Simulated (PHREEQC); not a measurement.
Make-up at 25 °C: 1.55 mol K2CO3, 0.0015 mol Na2B4O7 and 0.0007 mol H4SiO4 per kg of water. Closed to the air; pH follows from the charge balance.

Computed with PHREEQC (Pitzer model, pitzer.dat).

Precipitation was switched off in this run.

### Question
Order these Si species by the share of Si that they hold, largest first: H2SiO4-2, H3SiO4-, H4SiO4.

### Answer
H2SiO4-2 (53 %), H3SiO4- (47 %), H4SiO4 (0.11 %)

The pH is 11.97 and the ionic strength 4.64 mol/kgw. Species that the database lacks are ignored. In brines, pH and single-ion activities rest on the MacInnes convention.
